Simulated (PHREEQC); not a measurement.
0.054 g of hydrous ferric oxide (600 m²/g; 0.2 weak and 0.005 strong sites per Fe, Dzombak-Morel constants, diffuse double layer) in 1 kg of water with 0.001 mol/kgw of an inert sodium salt and 0.00013 mol CuSO4 and 1.2e-06 mol H3BO3, at 25 °C; the pH is set by adding NaOH or the inert anion's acid. Oxygen alone is held at its pressure in air (log pO2 = -0.68). No CO2 enters from the air. No solid was allowed to form.

Base run: PHREEQC, ion-association model, wateq4f.dat. Each further column changes one thing. The table gives S sorbed (%).

```
pH   base  no electrostatic term (-no_edl)  background salt from 0.001 to 0.0001 mol/kgw  oxide from 0.054 to 0.27 g/kgw
---  ----  -------------------------------  --------------------------------------------  ------------------------------
3    44.3                              0.0                                          45.0                           100.0
3.5  44.4                              0.0                                          45.2                           100.0
4    43.2                              0.0                                          44.0                            99.9
4.5  40.0                              0.0                                    (withheld)                            99.7
5    34.6                              0.0                                          35.4                      (withheld)
5.5  29.0                              0.0                                          29.8                            93.7
6    26.7                              0.0                                          27.5                            80.8
6.5  26.1                              0.0                                    (withheld)                            59.5
7    23.5                              0.0                                    (withheld)                            34.9
7.5  15.7                              0.0                                          16.5                            12.5
8     5.3                              0.0                                           5.7                             2.1
8.5   0.8                              0.0                                           0.9                             0.2
9     0.1                              0.0                                           0.1                             0.0
```

Task: Fill in the missing entries.

Result: 
- 4.5, background salt from 0.001 to 0.0001 mol/kgw: 40.9
- 5, oxide from 0.054 to 0.27 g/kgw: 98.5
- 6.5, background salt from 0.001 to 0.0001 mol/kgw: 27.0
- 7, background salt from 0.001 to 0.0001 mol/kgw: 24.5

In at least one series the solution becomes supersaturated in solids that the run did not let form, among them Cu(OH)2, Brochantite, Antlerite. The database's constant for dissolved Cu(OH)2 is higher than later reviews accept. The oxide is taken as insoluble; below pH 4 it would dissolve.
